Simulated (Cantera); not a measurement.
Charge: 1 mol SiC, 0.0038 mol Si, 0.14 mol N2, 0.021 mol C, equilibrated at 2900 K and 13.3 mbar.

These are equilibrium values from Cantera (NASA tables, ideal gas, pure condensed phases), not measurements of a reactor. The tables' values for SiN are old estimates; treat these amounts as uncertain. Equilibrium is a limit: real reactors are often held back by kinetics, nucleation or transport.

```json
[
 {"species": "N2", "before": "0.122", "after": "1.00"},
 {"species": "Si", "before": "0.488", "after": "7.69e-8"},
 {"species": "C2N2", "before": "7.47e-5", "after": "1.66e-8"},
 {"species": "SiC2", "before": "0.337", "after": "<1e-9"},
 {"species": "Si2C", "before": "0.0325", "after": "<1e-9"},
 {"species": "C3", "before": "0.00776", "after": "<1e-9"},
 {"species": "Si2", "before": "0.00225", "after": "<1e-9"},
 {"species": "C", "before": "0.00142", "after": "<1e-9"},
 {"species": "SiC", "before": "0.00128", "after": "<1e-9"},
 {"species": "CN", "before": "0.00543", "after": "7.03e-9"},
 {"species": "C2", "before": "0.000772", "after": "<1e-9"},
 {"species": "C(graphite), mol", "before": "0.193", "after": "0.0172"},
 {"species": "SiC(s), mol", "before": "0", "after": "1.00"}
]
```
Gas species are given as mole fractions.

What was changed between the two runs?
(A) temperature from 2900 K to 1600 K
(B) temperature from 2900 K to 2475 K
(C) pressure from 13.3 mbar to 9.20 Pa
(D) temperature from 2900 K to 2300 K

A, temperature from 2900 K to 1600 K
